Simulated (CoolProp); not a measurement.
Vapour-liquid equilibrium of n-butane (1) + trans-2-butene (2) at 314.9 K; x and y are mole fractions of (1).

Values from CoolProp's multi-fluid Helmholtz-energy mixture model, Bücker 2006 and Lemmon 2005; pair parameters Bell 2016.

```tsv
x	bubble pressure (MPa)	y at the bubble point	dew pressure at overall composition x (MPa)	liquid density (mol/L)
0.05	0.3872	0.054	0.3870	10.25
0.2	0.3919	0.210	0.3917	10.12
0.35	0.3951	0.359	0.3950	9.999
0.5	0.3971	0.505	0.3970	9.879
0.65	0.3980	0.652	0.3980	9.764
0.8	0.3981	0.799	0.3981	9.653
0.95	0.3976	0.949	0.3976	9.545
```

y crosses x between x = 0.65 and 0.8: the model has an azeotrope there.

Pair parameters are fitted to limited data, so mixtures are less certain than the pure fluids.
